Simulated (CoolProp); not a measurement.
A closed Brayton cycle with carbon dioxide: compressor inlet 324.15 K and 7.7 MPa, high pressure 25.5 MPa, turbine inlet 825 K, compressor efficiency 0.85, turbine efficiency 0.9, recuperator effectiveness 0.95 (on enthalpy, no pinch check). Each further row changes one setting.

The numbers come from the reference Helmholtz-energy equation of state, Span 1996 in CoolProp.

```json
[
 {"case": "as stated", "thermal efficiency (%)": "35.4", "net work (kJ/kg)": "87.5", "compressor to turbine work": "0.43", "compressor exit (K)": "428.5", "turbine exit (K)": "683.4"},
 {"case": "turbine inlet 775 K", "thermal efficiency (%)": "32.8", "net work (kJ/kg)": "(withheld)", "compressor to turbine work": "0.46", "compressor exit (K)": "428.5", "turbine exit (K)": "638.5"},
 {"case": "compressor inlet 334.15 K", "thermal efficiency (%)": "33.7", "net work (kJ/kg)": "80.3", "compressor to turbine work": "(withheld)", "compressor exit (K)": "444.8", "turbine exit (K)": "683.4"},
 {"case": "high pressure 21.7 MPa", "thermal efficiency (%)": "35.5", "net work (kJ/kg)": "79.5", "compressor to turbine work": "0.41", "compressor exit (K)": "413.9", "turbine exit (K)": "(withheld)"},
 {"case": "recuperator effectiveness 0.5", "thermal efficiency (%)": "23.2", "net work (kJ/kg)": "87.5", "compressor to turbine work": "0.43", "compressor exit (K)": "428.5", "turbine exit (K)": "683.4"}
]
```

Q: Some entries are withheld; supply them.

A: 
- turbine inlet 775 K, net work (kJ/kg): 76.7
- compressor inlet 334.15 K, compressor to turbine work: 0.48
- high pressure 21.7 MPa, turbine exit (K): 701.9
